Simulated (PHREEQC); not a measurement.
PHREEQC input (ion-association model, wateq4f.dat):

```
SOLUTION_MASTER_SPECIES
  An  An-  0  An  62.0  # stands for a non-complexing anion
SOLUTION_SPECIES
  An- = An-
    -log_k 0
    -gamma 3.0 0
PHASES
  Fix_H+
    H+ = H+
    -log_k 0
SOLUTION 1
  temp 25
  units mmol/kgw
  pH 7 charge
  S(6) 0.00088
  Na 300.002
  An 300
END
SELECTED_OUTPUT 1
  -reset false
  -pH true
  -pe true
  -ionic_strength true
  -water true
  -totals Na S S(-2) S(6)
  -molalities Hfo_wOH Hfo_wOH2+ Hfo_wO- Hfo_sOH Hfo_sOH2+ Hfo_sO- Hfo_wSO4- Hfo_wOHSO4-2
  -saturation_indices Mirabilite
USER_PUNCH 1
  -headings sigma psi
  10 PUNCH EDL("sigma", "Hfo"), EDL("psi", "Hfo")
PRINT
  -reset false
USE solution 1
SURFACE 1
  Hfo_wOH 4.49438e-05 600 0.02
  Hfo_sOH 1.1236e-06
EQUILIBRIUM_PHASES 1
  Fix_H+ -3 HAn 10
    -force_equality true
  O2(g) -0.68 10
END
# ... the last block is repeated for the other 16 points of pH, with NaOH or the acid as the point needs
```

Selected output (columns that matter, 17 of 17 rows; pH added in front):

```
pH	mu	Na	S	m_Hfo_wOH	m_Hfo_wOH2+	m_Hfo_wO-	m_Hfo_sOH	m_Hfo_sOH2+	m_Hfo_sO-	m_Hfo_wSO4-	m_Hfo_wOHSO4-2	si_Mirabilite	sigma	psi
3	0.3013	0.3	6.2034e-07	2.9514e-07	4.4389e-05	4.4957e-11	7.4215e-09	1.1162e-06	1.1305e-12	2.563e-07	3.3653e-09	-7.2151	0.3638	0.12498
3.5	0.30043	0.3	6.2358e-07	8.9861e-07	4.3788e-05	4.2245e-10	2.2594e-08	1.101e-06	1.0622e-11	2.4644e-07	9.9874e-09	-7.2049	0.35882	0.12436
4	0.30015	0.3	6.4265e-07	2.5409e-06	4.2162e-05	3.5081e-09	6.3861e-08	1.0597e-06	8.8167e-11	2.121e-07	2.5244e-08	-7.1892	0.34541	0.12246
4.5	0.30006	0.3	6.8752e-07	6.1647e-06	3.8564e-05	2.2576e-08	1.5478e-07	9.6825e-07	5.6683e-10	1.4629e-07	4.6184e-08	-7.1591	0.31578	0.11794
5	0.30003	0.3	7.5654e-07	1.1981e-05	3.2739e-05	1.0045e-07	3.0036e-07	8.2072e-07	2.5181e-09	7.1666e-08	5.1796e-08	-7.1173	0.26762	0.10964
5.5	0.30002	0.3	8.2158e-07	1.8716e-05	2.5859e-05	3.1033e-07	4.6852e-07	6.4731e-07	7.7685e-09	2.4049e-08	3.4375e-08	-7.0814	0.20983	0.097584
6	0.30001	0.3	8.5934e-07	2.4778e-05	1.9421e-05	7.2424e-07	6.1975e-07	4.8574e-07	1.8114e-08	5.8707e-09	1.4793e-08	-7.0618	0.15381	0.082571
6.5	0.30001	0.3	8.7419e-07	2.9338e-05	1.4212e-05	1.3874e-06	7.3355e-07	3.5536e-07	3.4689e-08	1.1441e-09	4.6641e-09	-7.0544	0.10562	0.065354
7	0.30001	0.3	8.7863e-07	3.2288e-05	1.0346e-05	2.3083e-06	8.0722e-07	2.5867e-07	5.7709e-08	1.9132e-10	1.1791e-09	-7.0522	0.066231	0.046393
7.5	0.30001	0.3	8.7972e-07	3.3888e-05	7.5877e-06	3.4673e-06	8.4722e-07	1.897e-07	8.6684e-08	2.8774e-11	2.5379e-10	-7.0516	0.033957	0.026025
8	0.3	0.3	8.7995e-07	3.4481e-05	5.5912e-06	4.8714e-06	8.6203e-07	1.3978e-07	1.2179e-07	4.0436e-12	4.9248e-11	-7.0515	0.0059322	0.0047368
8.5	0.30001	0.30001	8.7999e-07	3.4257e-05	4.0515e-06	6.6356e-06	8.5642e-07	1.0129e-07	1.6589e-07	5.5082e-13	9.1979e-12	-7.0515	-0.021299	-0.016733
9	0.30002	0.30002	8.8e-07	3.3138e-05	2.7904e-06	9.0155e-06	8.2845e-07	6.9759e-08	2.2539e-07	7.4837e-14	1.7552e-12	-7.0515	-0.051309	-0.037584
9.5	0.30005	0.30006	8.8e-07	3.0828e-05	1.7625e-06	1.2353e-05	7.7071e-07	4.4062e-08	3.0883e-07	1.0254e-14	3.542e-13	-7.0514	-0.08729	-0.057214
10	0.30016	0.30017	8.8e-07	2.7005e-05	9.8551e-07	1.6953e-05	6.7514e-07	2.4638e-08	4.2382e-07	1.4069e-15	7.6136e-14	-7.0512	-0.1316	-0.075259
10.5	0.30048	0.30049	8.8e-07	2.1583e-05	4.6609e-07	2.2895e-05	5.3957e-07	1.1652e-08	5.7238e-07	1.8989e-16	1.7365e-14	-7.0506	-0.18486	-0.091358
11	0.30149	0.3015	8.8e-07	1.5015e-05	1.7357e-07	2.9755e-05	3.7537e-07	4.3393e-09	7.4389e-07	2.4633e-17	4.2081e-15	-7.0488	-0.24382	-0.10488
```

The oxide is taken as insoluble; below pH 4 it would dissolve.
